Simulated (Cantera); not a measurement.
Feed: 1 mol Pb, 74 mol H2, at 293 Torr.

Method: chemical equilibrium by Gibbs-energy minimisation in Cantera with the NASA 1993 tables (ideal gas, pure condensed phases). Candidate condensed phases: Pb; 4 gas species. Rates play no part. All values below are at 1075 K.

Base state: H2 1.000, Pb 0.000195 (mole fractions); condensed: Pb(l).

Question: What changes in the equilibrium state with this change: Pb replaced by PbO?

Answer: 
```tsv
species	before	after
H2	1.000	0.986
H2O	0	0.0135
Pb	0.000195	0.000195
Pb(l), mol	0.986	0.986
```
Further candidate phases: H2O, PbO, PbO2, Pb3O4.
